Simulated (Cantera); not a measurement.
Input: 1 mol PbO, a varied amount of CO, 1.1 mol N2, held at 150 Torr.

Method: chemical equilibrium by Gibbs-energy minimisation in Cantera with the NASA 1993 tables (ideal gas, pure condensed phases). Candidate condensed phases: C, Pb, PbO, PbO2, Pb3O4; 27 gas species. Each liquid is taken as pure. Mutual solubility and eutectic melting of coexisting phases are not modelled. Rates play no part.

Stable condensed phases, one row left out:

```
T in K \ n(CO) in mol
         0.72 0.96  1.3  1.7  2.3    3  4.1  5.4
   1575     A    A    A    A    B    B    B    B
   1500     C    A    A    A    A    A    A    A
   1350     C    C    A    A    A    A    A    A
   1275     C    C    A    A    A    A    A    A
   1200     C    C    A    A    A    A    A    A
   1125     C    C    A    A    A    A    A    A
   1050     C    C    A    A    A    A    A    A
    975     C    C    A    A    A    A    A    A
    900     C    C    A    A    A    D    D    D
```

A: Pb; B: gas only; C: Pb + PbO; D: C + Pb.

Task: Give the row for 1425 K.

Result: 0.72: Pb + PbO; 0.96: Pb + PbO; 1.3: Pb; 1.7: Pb; 2.3: Pb; 3: Pb; 4.1: Pb; 5.4: Pb.
